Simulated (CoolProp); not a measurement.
A Linde-Hampson liquefier for nitrogen: isothermal reversible compression at 250 K from 1 atm to 15 MPa, throttling to 1 atm, return gas leaving the recuperator 0 K below the feed. Each further row changes one setting.

The numbers come from the reference Helmholtz-energy equation of state, Span 2000 in CoolProp.

| case | liquid yield per pass | compression work (kJ/kg of gas) |
|---|---|---|
| as stated | 0.106 | 365 |
| high pressure 30 MPa | 0.150 | 418 |
| warm-end temperature 280 K | 0.076 | 413 |
| warm-end gap 5 K | 0.094 | 365 |
